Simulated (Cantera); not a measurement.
# Adiabatic ignition

An adiabatic, constant-volume homogeneous reactor starts with CH4 : O2 : N2 = 1 : 2.11 : 7.92 (molar parts), equivalence ratio 0.95, at 1325 K and 1.00 atm.

Model: GRI-Mech 3.0 (53 species, 325 reactions), integrated in Cantera.

```tsv
t (s)	T (K)	P (bar)	x CH4	x O2	x CO2	x OH	x NO	x CH2O
2.00e-6	1325	1.01	0.0907	0.191	<1e-12	1.16e-10	<1e-12	3.47e-11
1.00e-5	1325	1.01	0.0907	0.191	<1e-12	2.27e-10	<1e-12	9.54e-10
5.03e-5	1325	1.01	0.0907	0.191	<1e-12	8.66e-10	<1e-12	2.65e-8
0.000252	1325	1.01	0.0907	0.191	1.08e-10	6.60e-9	<1e-12	1.01e-6
0.00126	1325	1.01	0.0905	0.191	4.91e-8	5.16e-8	<1e-12	5.48e-5
0.00633	1351	1.03	0.0864	0.188	1.11e-5	8.35e-7	<1e-12	0.00131
0.0317	2839	2.26	<1e-12	0.0238	0.0490	0.0209	0.0122	5.46e-10
0.159	2839	2.26	<1e-12	0.0238	0.0490	0.0209	0.0122	5.46e-10
0.798	2839	2.26	<1e-12	0.0238	0.0490	0.0209	0.0122	5.46e-10
4.00	2839	2.26	<1e-12	0.0238	0.0490	0.0209	0.0122	5.46e-10
```
x: mole fraction; the columns are a selection and need not sum to one.

| Quantity | Value |
|---|---|
| time of steepest temperature rise | 7.82 ms |
| temperature at 4.00 s | 2839 K |
| equilibrium temperature | 2839 K |
| x(CH4) at 4.00 s | <1e-12 (gas-phase equilibrium <1e-12) |
| x(O2) at 4.00 s | 0.0238 (gas-phase equilibrium 0.0238) |
| x(CO2) at 4.00 s | 0.0490 (gas-phase equilibrium 0.0490) |
